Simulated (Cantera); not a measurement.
Mixture: CO : H2 : CH4 : O2 : N2 : H2O = 1 : 0.039 : 0.099 : 1.33 : 4.78 : 0.2 (molar parts), at 760 Torr, adiabatic and at constant volume. Ignition delay is the time to a rise of 400 K.

Detailed kinetics in Cantera: GRI-Mech 3.0 (53 species, 325 reactions). Where the delays flatten at high temperature, the 400 K rule measures the pace of heat release, not the induction time.

What does this change do: H2O 0.2 to 0.28 parts?


| quantity | before | after |
|---|---|---|
| delay at 1025 K | 4.17 ms | 4.50 ms |
| delay at 1175 K | 0.666 ms | 0.696 ms |
| delay at 1325 K | 0.245 ms | 0.249 ms |
| delay at 1475 K | 0.133 ms | 0.134 ms |
| delay at 1625 K | 86.9 µs | 86.6 µs |
